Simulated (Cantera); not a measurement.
# Hydrocarbon pyrolysis for carbon deposition

An isothermal, constant-pressure homogeneous reactor starts with CH4 : N2 = 1 : 26 (molar parts), at 1798 K and 0.0197 atm.

Detailed kinetics in Cantera: GRI-Mech 3.0 (53 species, 325 reactions). GRI-Mech 3.0 stops at C3 and has no aromatics, soot or wall deposition, so with more carbon than oxygen in the feed, carbon stays in small species such as C2H2 where larger ones or solid carbon would form. Radical loss at walls, strong at low pressure, is not modelled.

```csv
t (s),x CH4,x H,x C2H2,x H2,x C2H
8.00e-6,0.0370,2.37e-7,<1e-12,2.91e-8,<1e-12
1.85e-5,0.0370,4.75e-7,<1e-12,1.41e-7,<1e-12
4.28e-5,0.0370,8.09e-7,<1e-12,6.15e-7,<1e-12
9.89e-5,0.0370,1.07e-6,<1e-12,2.23e-6,<1e-12
0.000229,0.0370,1.13e-6,2.71e-12,6.49e-6,<1e-12
0.000529,0.0370,1.14e-6,1.12e-10,1.65e-5,<1e-12
0.00122,0.0370,1.17e-6,3.79e-9,4.00e-5,<1e-12
0.00283,0.0368,1.38e-6,1.17e-7,9.91e-5,2.40e-12
0.00654,0.0365,2.53e-6,3.42e-6,0.000297,1.53e-10
0.0151,0.0351,9.24e-6,9.72e-5,0.00151,4.94e-9
0.0350,0.0277,4.55e-5,0.00208,0.0104,7.85e-8
0.0809,0.0139,0.000118,0.0101,0.0319,3.24e-7
0.187,0.00514,0.000189,0.0151,0.0455,5.43e-7
0.432,0.00142,0.000280,0.0171,0.0512,8.11e-7
1.00,0.000318,0.000391,0.0177,0.0529,1.13e-6
```
x: mole fraction; the columns are a selection and need not sum to one.

Equilibrium at this temperature and pressure: CH4 7.44e-7, H 0.000579, C2H2 0.00267, H2 0.0533, C2H 2.52e-7 (gas phase only).
